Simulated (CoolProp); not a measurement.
Vapour-liquid equilibrium of methanol (1) + toluene (2) at 357.1 K; x and y are mole fractions of (1).

Values from CoolProp's multi-fluid Helmholtz-energy mixture model, de Reuck 1993 and Lemmon 2006; pair parameters Bell 2016.

| x | bubble pressure (kPa) | y at the bubble point | dew pressure at overall composition x (kPa) | liquid density (mol/L) |
|---|---|---|---|---|
| 0.05 | 101.3 | 0.563 | 47.01 | 9.012 |
| 0.125 | 148.7 | 0.709 | 51.38 | 9.445 |
| 0.2 | 171.3 | 0.752 | 56.24 | 9.929 |
| 0.275 | 181.6 | 0.770 | 61.95 | 10.47 |
| 0.35 | 186.3 | 0.779 | 68.90 | 11.09 |
| 0.425 | 188.8 | 0.784 | 77.62 | 11.79 |
| 0.5 | 190.8 | 0.789 | 88.88 | 12.59 |
| 0.575 | 193.2 | 0.796 | 104.0 | 13.52 |
| 0.65 | 196.2 | 0.808 | 125.1 | 14.59 |
| 0.725 | 199.7 | 0.827 | 156.3 | 15.84 |
| 0.8 | 203.2 | 0.855 | 194.3 | 17.30 |
| 0.875 | 206.2 | 0.896 | 204.9 | 19.04 |
| 0.95 | 207.9 | 0.953 | 207.9 | 21.11 |

No azeotrope shows between x = 0.05 and 0.95.

Pair parameters are fitted to limited data, so mixtures are less certain than the pure fluids. With so large a gap from Raoult's law the liquid may split in two, which this calculation doesn't test in full.
